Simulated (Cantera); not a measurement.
# Ignition delay

Mixture: 14.1 % CH3OH, 22.0 % O2, 63.9 % N2, at 1400000 Pa, adiabatic and at constant volume. Ignition delay is the time to a rise of 400 K.

Model: GRI-Mech 3.0 (53 species, 325 reactions), integrated in Cantera. GRI-Mech 3.0 was tuned for natural gas; its chemistry of methanol as a main component is partial and can be far from experiment. The pressure lies above the range GRI-Mech 3.0 was tuned for (to about 10 atm).

```csv
T0 (K),delay (ms)
1050,20.0
1100,6.94
1150,2.64
1200,1.09
1250,0.483
1300,0.229
```

apparent activation energy between 1200 and 1300 K: 200 kJ/mol
